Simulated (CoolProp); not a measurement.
Aqueous magnesium chloride as a coolant, 15 % by mass, freezing at -16.8 °C, 1 atm.

The numbers come from the Melinder's fits for secondary coolants in CoolProp.

| T (°C) | viscosity (mPa s) | Prandtl number | density (kg/m³) | cp (kJ/(kg K)) |
|---|---|---|---|---|
| -6.5 | 4.55 | 29.0 | ? | ? |
| -3.2 | 4.06 | 25.6 | 1135 | 3.290 |
| 0.2 | 3.62 | 22.6 | 1134 | 3.299 |
| 3.5 | 3.25 | 20.2 | 1134 | ? |
| 6.9 | 2.92 | 18.0 | ? | 3.315 |
| 10.2 | 2.64 | 16.1 | 1132 | 3.322 |
| 13.6 | 2.39 | 14.4 | ? | 3.330 |
| 16.9 | ? | 13.0 | 1129 | 3.338 |
| 20.3 | 1.96 | 11.6 | 1128 | 3.345 |
| 23.6 | 1.78 | 10.5 | 1127 | ? |
| 27 | 1.61 | 9.40 | 1125 | 3.361 |
| 30.3 | 1.46 | 8.46 | 1124 | 3.368 |
| 33.6 | 1.32 | 7.61 | 1123 | ? |
| 37 | 1.19 | 6.80 | 1121 | 3.384 |

Task: Fill in the missing entries.

Result: 
- -6.5, density (kg/m³): 1136
- -6.5, cp (kJ/(kg K)): 3.282
- 3.5, cp (kJ/(kg K)): 3.306
- 6.9, density (kg/m³): 1133
- 13.6, density (kg/m³): 1130
- 16.9, viscosity (mPa s): 2.16
- 23.6, cp (kJ/(kg K)): 3.353
- 33.6, cp (kJ/(kg K)): 3.376
